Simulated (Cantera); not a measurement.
An isothermal, constant-pressure homogeneous reactor starts with H₂ : O₂ : N₂ = 3.2 : 1 : 0.91 (molar parts), equivalence ratio 1.6, at 1350 K and 1.00 bar.

Detailed kinetics in Cantera: GRI-Mech 3.0 (53 species, 325 reactions). The temperature is held fixed by assumption; the heat of reaction is taken as removed at once.

x: mole fraction; the columns are a selection and need not sum to one.

```csv
t (s),x H₂,x O₂,x NO,x OH,x H₂O
4.00e-5,0.258,0.000333,3.88e-6,0.00160,0.470
0.000119,0.284,1.43e-5,4.03e-6,0.000364,0.483
0.000356,0.289,1.29e-6,4.00e-6,0.000108,0.486
0.00106,0.291,…,3.81e-6,…,0.486
0.00317,0.292,1.68e-8,3.14e-6,1.15e-5,0.486
0.00948,0.292,1.95e-9,1.99e-6,3.83e-6,0.487
0.0283,0.292,2.24e-10,9.47e-7,1.29e-6,0.487
0.0844,0.292,2.59e-11,…,…,0.487
0.252,0.292,3.03e-12,1.31e-7,1.50e-7,0.487
0.752,0.292,<1e-12,3.96e-8,5.77e-8,0.487
2.24,0.292,<1e-12,6.34e-9,3.63e-8,0.487
6.70,0.292,<1e-12,1.66e-10,3.51e-8,0.487
20.0,0.292,<1e-12,1.13e-10,3.51e-8,0.487
```

Task: What belongs in the gaps?

Result: 
- 0.00106, x O₂: 1.44e-7
- 0.00106, x OH: 3.49e-5
- 0.0844, x NO: 3.72e-7
- 0.0844, x OH: 4.37e-7
